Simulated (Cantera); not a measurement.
Hydrocarbon pyrolysis for carbon deposition

An isothermal, constant-pressure homogeneous reactor starts with 33.3 % C₂H₆, 66.7 % H₂, at 1500 K and 1.65 Torr.

Model: GRI-Mech 3.0 (53 species, 325 reactions), integrated in Cantera. GRI-Mech 3.0 stops at C3 and has no aromatics, soot or wall deposition, so with more carbon than oxygen in the feed, carbon stays in small species such as C2H2 where larger ones or solid carbon would form. Radical loss at walls, strong at low pressure, is not modelled.

| t (s) | x C₂H₆ | x H₂ | x C₂H₂ | x H | x CH₂ | x C₂H | x CH₃ |
|---|---|---|---|---|---|---|---|
| 2.00e-6 | 0.333 | 0.667 | <1e-12 | 5.53e-8 | <1e-12 | <1e-12 | 3.41e-5 |
| 8.05e-6 | 0.333 | 0.667 | <1e-12 | 7.03e-7 | 1.28e-11 | <1e-12 | 0.000136 |
| 3.24e-5 | 0.333 | 0.666 | 1.19e-12 | 7.57e-6 | 8.33e-10 | <1e-12 | 0.000537 |
| 0.000130 | 0.332 | 0.666 | 6.80e-10 | 5.47e-5 | 4.77e-8 | <1e-12 | 0.00198 |
| 0.000525 | 0.322 | 0.664 | 9.71e-7 | 0.000303 | 1.35e-6 | <1e-12 | 0.00623 |
| 0.00211 | 0.245 | 0.651 | 0.000412 | 0.000912 | 8.47e-6 | 1.08e-9 | 0.0219 |
| 0.00851 | 0.0312 | 0.593 | 0.0200 | 0.00197 | 1.01e-5 | 1.25e-7 | 0.0248 |
| 0.0343 | 0.000570 | 0.612 | 0.0701 | 0.000616 | 1.53e-6 | 1.33e-7 | 0.00487 |
| 0.138 | 9.13e-5 | 0.629 | 0.100 | 0.000198 | 2.53e-7 | 5.93e-8 | 0.00146 |
| 0.555 | 2.96e-5 | 0.642 | 0.123 | 0.000107 | 8.11e-8 | 3.86e-8 | 0.000742 |
| 2.24 | 3.02e-5 | 0.656 | 0.137 | 0.000125 | 9.61e-8 | 4.93e-8 | 0.000783 |
| 9.00 | 1.87e-5 | 0.694 | 0.154 | 0.000145 | 8.63e-8 | 6.02e-8 | 0.000633 |
x: mole fraction; the columns are a selection and need not sum to one.

Equilibrium at this temperature and pressure: C₂H₆ 1.50e-9, H₂ 0.799, C₂H₂ 0.200, H 0.000338, CH₂ 1.78e-9, C₂H 1.59e-7, CH₃ 5.08e-6 (gas phase only).
